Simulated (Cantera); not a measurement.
Feed: 1 mol Si₃H₈, 8.8 mol N₂, at 925 K and 6.30 Torr.

Cantera equilibrium calculation (NASA polynomials, part measured and part estimated; ideal gas, pure solids and liquids). Candidate condensed phases: Si, Si₃N₄; 18 gas species. The feed counts by its element totals alone. N₂ is the only nitrogen source here; it is nearly inert below about 1500 K, so the nitride shown seldom forms there in practice. The numbers say what is thermodynamically allowed, not how fast it happens.

Base state: N₂ 0.630, H₂ 0.370 (mole fractions); condensed: Si₃N₄(s).

Task: What changes in the equilibrium state with this change: temperature from 925 K to 1725 K?

Result: 
```json
[
 {"species": "N₂", "before": "0.630", "after": "0.629"},
 {"species": "H₂", "before": "0.370", "after": "0.369"},
 {"species": "H", "before": "1.73e-9", "after": "0.00123"},
 {"species": "Si", "before": "<1e-9", "after": "7.24e-5"},
 {"species": "Si₃N₄(s), mol", "before": "1.00", "after": "1.000"}
]
```
